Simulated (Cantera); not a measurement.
**Ignition delay**

Mixture: 15.8 % CO, 9.18 % H2, 10.4 % O2, 64.6 % N2, at 1.10 bar, adiabatic and at constant volume. Ignition delay is the time to a rise of 400 K.

Detailed kinetics in Cantera: GRI-Mech 3.0 (53 species, 325 reactions). Where the delays flatten at high temperature, the 400 K rule measures the pace of heat release, not the induction time.

| T0 (K) | delay (ms) |
|---|---|
| 1175 | 0.0863 |
| 1250 | 0.0613 |
| 1325 | 0.0476 |
| 1400 | 0.0397 |
| 1475 | 0.0351 |
| 1550 | 0.0326 |
